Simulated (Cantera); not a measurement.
An adiabatic, constant-pressure homogeneous reactor starts with CH4 : O2 : N2 : CO2 = 1 : 1.18 : 4.42 : 0.62 (molar parts), equivalence ratio 1.7, at 1375 K and 1.30 bar.

Detailed kinetics in Cantera: GRI-Mech 3.0 (53 species, 325 reactions).

Task: Predict: time of steepest temperature rise; temperature at 3.00 s; equilibrium temperature; x(O2) at 3.00 s; x(CO2) at 3.00 s; x(N2O) at 3.00 s; x(H2) at 3.00 s; x(NO2) at 3.00 s.

Result: 
```json
{
  "time_of_steepest_temperature_rise": "5.89 ms",
  "temperature at 3.00 s": "2447 K",
  "equilibrium_temperature": "2447 K",
  "x(O2) at 3.00 s": "0.000124 (gas-phase equilibrium 0.000124)",
  "x(CO2) at 3.00 s": "0.0629 (gas-phase equilibrium 0.0629)",
  "x(N2O) at 3.00 s": "2.24e-8 (gas-phase equilibrium 2.24e-8)",
  "x(H2) at 3.00 s": "0.0651 (gas-phase equilibrium 0.0651)",
  "x(NO2) at 3.00 s": "1.10e-8 (gas-phase equilibrium 1.10e-8)"
}
```
